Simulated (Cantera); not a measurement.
Charge: 1 mol AlCl3, 0.4 mol O2, 110 mol N2, equilibrated at 1.33 mbar.

Equilibrium computed with Cantera from the NASA thermochemical tables; the gas is ideal and each condensed phase is pure. Candidate condensed phases: Al, AlCl3, AlN, Al2O3; 24 gas species. Kinetics and transport are ignored. All values below are at 1275 K.

Base state: N2 0.983, Cl 0.0110, AlCl3 0.00417, Cl2 0.00165 (mole fractions); condensed: Al2O3(s).

Problem. What changes in the equilibrium state with this change: AlCl3 replaced by Al(CH3)3?

Solution. 
| species | before | after |
|---|---|---|
| N2 | 0.983 | 0.954 |
| H2 | 0 | 0.0392 |
| CO | 0 | 0.00697 |
| Cl | 0.0110 | 0 |
| AlCl3 | 0.00417 | 0 |
| Cl2 | 0.00165 | 0 |
| HCN | 0 | 3.15e-5 |
| Al2O3(s), mol | 0.267 | 0 |
| AlN(s), mol | 0 | 1.00 |
| C(graphite), mol | 0 | 2.20 |
The feed counts by its element totals alone. Further candidate phases: C, C6H6, C7H8, C8H18, H2O.

Problem. What changes in the equilibrium state with this change: O2 from 0.4 to 14 mol?

Solution. 
```
species         before     after
-------------  -------  --------
N2               0.983     0.874
O2             1.12e-8     0.105
Cl              0.0110    0.0165
AlCl3          0.00417   8.23e-8
NO             8.65e-8  0.000250
Cl2            0.00165   0.00370
Al2O3(s), mol    0.267     0.500
```
